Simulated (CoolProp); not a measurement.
Saturation properties of nitrogen (Tc = 126.2 K, pc = 3.396 MPa, ω = 0.037).

Computed with CoolProp (reference Helmholtz-energy equation of state, Span 2000).

```json
[
 {"T (K)": "76.7", "p (MPa)": "0.09373", "liquid density (kg/m³)": "809.0", "vapour density (kg/m³)": "4.292", "liquid cp (kJ/(kg K))": "2.038", "liquid viscosity (µPa s)": "165", "vapour viscosity (µPa s)": "5.39"},
 {"T (K)": "78.8", "p (MPa)": "0.1197", "liquid density (kg/m³)": "799.5", "vapour density (kg/m³)": "5.381", "liquid cp (kJ/(kg K))": "2.049", "liquid viscosity (µPa s)": "152", "vapour viscosity (µPa s)": "5.56"},
 {"T (K)": "80.8", "p (MPa)": "0.1493", "liquid density (kg/m³)": "790.2", "vapour density (kg/m³)": "6.599", "liquid cp (kJ/(kg K))": "2.060", "liquid viscosity (µPa s)": "141", "vapour viscosity (µPa s)": "5.72"},
 {"T (K)": "82.9", "p (MPa)": "0.1859", "liquid density (kg/m³)": "780.3", "vapour density (kg/m³)": "8.091", "liquid cp (kJ/(kg K))": "2.074", "liquid viscosity (µPa s)": "131", "vapour viscosity (µPa s)": "5.88"},
 {"T (K)": "84.9", "p (MPa)": "0.2267", "liquid density (kg/m³)": "770.6", "vapour density (kg/m³)": "9.736", "liquid cp (kJ/(kg K))": "2.090", "liquid viscosity (µPa s)": "122", "vapour viscosity (µPa s)": "6.05"},
 {"T (K)": "87", "p (MPa)": "0.2763", "liquid density (kg/m³)": "760.3", "vapour density (kg/m³)": "11.72", "liquid cp (kJ/(kg K))": "2.109", "liquid viscosity (µPa s)": "113", "vapour viscosity (µPa s)": "6.22"},
 {"T (K)": "89", "p (MPa)": "0.3306", "liquid density (kg/m³)": "750.2", "vapour density (kg/m³)": "13.89", "liquid cp (kJ/(kg K))": "2.129", "liquid viscosity (µPa s)": "106", "vapour viscosity (µPa s)": "6.39"},
 {"T (K)": "91.1", "p (MPa)": "0.3956", "liquid density (kg/m³)": "739.3", "vapour density (kg/m³)": "16.48", "liquid cp (kJ/(kg K))": "2.154", "liquid viscosity (µPa s)": "99.3", "vapour viscosity (µPa s)": "6.58"},
 {"T (K)": "93.1", "p (MPa)": "0.4658", "liquid density (kg/m³)": "728.7", "vapour density (kg/m³)": "19.28", "liquid cp (kJ/(kg K))": "2.182", "liquid viscosity (µPa s)": "93.3", "vapour viscosity (µPa s)": "6.76"},
 {"T (K)": "95.2", "p (MPa)": "0.5489", "liquid density (kg/m³)": "717.2", "vapour density (kg/m³)": "22.61", "liquid cp (kJ/(kg K))": "2.216", "liquid viscosity (µPa s)": "87.5", "vapour viscosity (µPa s)": "6.95"},
 {"T (K)": "97.2", "p (MPa)": "0.6375", "liquid density (kg/m³)": "705.8", "vapour density (kg/m³)": "26.19", "liquid cp (kJ/(kg K))": "2.254", "liquid viscosity (µPa s)": "82.4", "vapour viscosity (µPa s)": "7.15"},
 {"T (K)": "99.3", "p (MPa)": "0.7412", "liquid density (kg/m³)": "693.6", "vapour density (kg/m³)": "30.43", "liquid cp (kJ/(kg K))": "2.301", "liquid viscosity (µPa s)": "77.3", "vapour viscosity (µPa s)": "7.36"},
 {"T (K)": "101.3", "p (MPa)": "0.8507", "liquid density (kg/m³)": "681.4", "vapour density (kg/m³)": "34.98", "liquid cp (kJ/(kg K))": "2.353", "liquid viscosity (µPa s)": "72.9", "vapour viscosity (µPa s)": "7.57"},
 {"T (K)": "103.4", "p (MPa)": "0.9778", "liquid density (kg/m³)": "668.1", "vapour density (kg/m³)": "40.37", "liquid cp (kJ/(kg K))": "2.419", "liquid viscosity (µPa s)": "68.5", "vapour viscosity (µPa s)": "7.80"}
]
```

It boils at 77.4 K under 1 atm.

Viscosity comes from a separate model (Lemmon 2004).
